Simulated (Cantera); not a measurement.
A Cantera script and its output.

```python
import numpy as np
import cantera as ct

surf = ct.Interface("diamond.yaml", "diamond_100")
gas, bulk = surf.adjacent["gas"], surf.adjacent["diamond"]
k = surf.kinetics_species_index(bulk.species_names[0])
cover = ["c6HH", "c6H*", "c6*H", "c6**", "c6HM", "c6B"]

rows, drift = [], 0.0
print(f"{'xH':>10s}{'um/h':>11s}" + "".join(f"{s:>11s}" for s in cover))
for v in [0.0001, 0.00025, 0.00064, 0.0016, 0.0042, 0.011, 0.027, 0.068, 0.17]:
    T, P, xH, xCH3 = 1250, 28000, v, 0.0012
    gas.TPX = T, P, {"H": xH, "CH3": xCH3, "CH4": 0.016, "H2": 1 - xH - xCH3 - 0.016}
    surf.TP = bulk.TP = T, P
    surf.coverages = "c6H*:0.1, c6HH:0.9"
    surf.advance_coverages(100.0)
    before = surf.coverages
    surf.advance_coverages(100.0)
    drift = max(drift, np.max(np.abs(surf.coverages - before) / (surf.coverages + 1e-9)))
    rate = surf.net_production_rates[k] * bulk.mean_molecular_weight / bulk.density * 3.6e9
    rows.append([rate, *surf[cover].coverages])
    print(f"{v:10.4g}{rate:11.4e}" + "".join(f"{x:11.3e}" for x in rows[-1][1:]))
```

Result:

```
        xH       um/h       c6HH       c6H*       c6*H       c6**       c6HM        c6B
    0.0001 5.0135e+00  6.116e-01  2.707e-02  3.155e-01  3.037e-03  1.792e-02  1.360e-08
   0.00025 1.5763e+01  5.023e-01  3.433e-02  4.000e-01  7.935e-03  2.413e-02  4.277e-08
   0.00064 4.1371e+01  4.374e-01  3.843e-02  4.474e-01  1.608e-02  2.860e-02  1.123e-07
    0.0016 9.0745e+01  4.081e-01  4.038e-02  4.695e-01  2.472e-02  2.917e-02  2.462e-07
    0.0042 1.7536e+02  3.981e-01  4.177e-02  4.838e-01  3.162e-02  2.396e-02  4.759e-07
     0.011 2.7454e+02  3.982e-01  4.319e-02  4.953e-01  3.576e-02  1.515e-02  7.450e-07
     0.027 3.4863e+02  4.006e-01  4.481e-02  5.022e-01  3.799e-02  8.020e-03  9.460e-07
     0.068 3.9660e+02  4.021e-01  4.757e-02  5.041e-01  3.963e-02  3.661e-03  1.076e-06
      0.17 4.3024e+02  4.024e-01  5.333e-02  4.998e-01  4.166e-02  1.597e-03  1.167e-06
```

Model: the Harris–Goodwin 1993 mechanism for the reconstructed diamond (100) surface, integrated in Cantera.
